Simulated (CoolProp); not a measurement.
Computed with CoolProp (reference Helmholtz-energy equation of state, Gao 2022).

**Question.** Give the vapour pressure (kPa), liquid density (kg/m³), vapour density (kg/m³), liquid cp (kJ/(kg K)) of saturated n-perfluorohexane at 310.2, 329.8, 334.7 K.

**Answer.** 
```
T (K)  p (kPa)  liquid density (kg/m³)  vapour density (kg/m³)  liquid cp (kJ/(kg K))
-----  -------  ----------------------  ----------------------  ---------------------
310.2     48.6                    1640                    6.61                   1.07
329.8     99.7                    1580                    13.1                   1.10
334.7      117                    1560                    15.3                   1.11
```
